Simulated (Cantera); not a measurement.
A Cantera script and what it prints.

```python
import numpy as np
import cantera as ct

gas_names = [...]  # 136 gases of nasa_gas.yaml made of C, H, N, O
cond_names = """
    C(gr) C6H6(L) C7H8(L) C8H18(L),n-octa H2O(s) H2O(L)
""".split()


# ... load() reads the species with a 1 bar reference pressure and builds the phases ...
atoms = {
    'CH3OH': {'C': 1, 'H': 4, 'O': 1},
    'H2O': {'H': 2, 'O': 1},
    'N2': {'N': 2},
}
top_T = {'C(gr)': 4500}  # K; cautious upper limits of use, not melting points


# ... equilibrate(T, P, feed) seeds the gas with the atoms and calls Mixture.equilibrate('TP', solver="vcs", rtol=1e-11, max_steps=5000) ...
results = []
T = 2823.15  # K
P = 133.322  # Pa
for m in [0.65, 0.78, 0.93, 1.1, 1.3, 1.6, 1.9, 2.3, 2.8, 3.4, 4, 4.9, 5.8]:
    feed = {'CH3OH': 1, 'H2O': m, 'N2': 8.8}  # mol
    mix = equilibrate(T, P, feed)
    results.append((T, P, feed, dict(zip(mix.species_names, mix.species_moles))))

top = {s: max(r[3][s] / sum(r[3][g] for g in gas_names) for r in results) for s in gas_names}
cols = sorted((s for s in top if top[s] > 0.001), key=lambda s: -top[s])[:5]
seen = [c for c in cond_names if any(r[3].get(c, 0) > 1e-12 for r in results)]
print("log10 of partial pressures in bar; condensed amounts in mol")
print(f"{'n(H2O)':>10s}" + "".join(f"{s[:9]:>10s}" for s in cols + seen))
for T, P, feed, n in results:
    ng = sum(n[g] for g in gas_names)
    print(f"{feed['H2O']:10.4g}" + "".join(f"{np.log10(max(n[s] / ng * P / 1e5, 1e-99)):10.3f}" for s in cols)
          + "".join(f"{n.get(c, 0):10.4g}" for c in seen))
```

Result:

```
log10 of partial pressures in bar; condensed amounts in mol
    n(H2O)        N2         H         O        CO        H2
      0.65    -3.119    -3.387    -4.321    -4.065    -4.670
      0.78    -3.129    -3.378    -4.254    -4.075    -4.652
      0.93    -3.140    -3.368    -4.191    -4.087    -4.632
       1.1    -3.153    -3.358    -4.133    -4.099    -4.611
       1.3    -3.167    -3.347    -4.077    -4.114    -4.589
       1.6    -3.187    -3.332    -4.011    -4.134    -4.560
       1.9    -3.206    -3.319    -3.959    -4.154    -4.534
       2.3    -3.230    -3.304    -3.904    -4.178    -4.504
       2.8    -3.259    -3.288    -3.851    -4.207    -4.472
       3.4    -3.290    -3.272    -3.803    -4.239    -4.440
         4    -3.320    -3.259    -3.765    -4.269    -4.413
       4.9    -3.361    -3.242    -3.722    -4.310    -4.381
       5.8    -3.398    -3.229    -3.690    -4.348    -4.355
```

Cantera equilibrium calculation (NASA polynomials, part measured and part estimated; ideal gas, pure solids and liquids).
